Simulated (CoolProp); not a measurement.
Vapour-liquid equilibrium of benzene (1) + toluene (2) at 0.935 MPa; x and y are mole fractions of (1).

Model: multi-fluid Helmholtz-energy mixture model, Thol 2012 and Lemmon 2006; pair parameters Bell 2016, in CoolProp.

Problem. Give the bubble temperature and the first vapour's composition at x = 0.45, 0.65, 0.85. Is there an azeotrope?

Solution. x = 0.45: 193.5 °C, y = 0.581; x = 0.65: 186.1 °C, y = 0.762; x = 0.85: 179.4 °C, y = 0.909. No azeotrope shows between x = 0.05 and 0.95.

Pair parameters are fitted to limited data, so mixtures are less certain than the pure fluids.
